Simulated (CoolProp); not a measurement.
Saturation properties of n-nonane.

Values from CoolProp's reference Helmholtz-energy equation of state, Lemmon 2006. It is a short technical equation, of lower accuracy than the large ones.

```csv
T (K),p (bar),liquid density (kg/m³),vapour density (kg/m³),enthalpy of vaporisation (kJ/kg),liquid cp (kJ/(kg K))
424.9,1.040,608.0,4.014,287.9,2.737
430.7,1.209,602.6,4.634,284.0,2.764
436.5,1.398,597.2,5.329,280.1,2.791
442.3,1.609,591.6,6.104,276.0,2.818
448.1,1.845,585.9,6.968,271.9,2.845
453.8,2.102,580.3,7.911,267.7,2.873
459.6,2.390,574.4,8.975,263.3,2.901
465.4,2.708,568.4,10.15,258.8,2.929
471.2,3.058,562.3,11.46,254.2,2.959
477,3.441,556.0,12.90,249.5,2.988
482.8,3.859,549.6,14.49,244.6,3.019
488.6,4.316,543.0,16.24,239.5,3.051
494.4,4.812,536.2,18.18,234.3,3.083
500.2,5.351,529.3,20.32,228.8,3.117
```

It boils at 423.9 K under 1 atm.
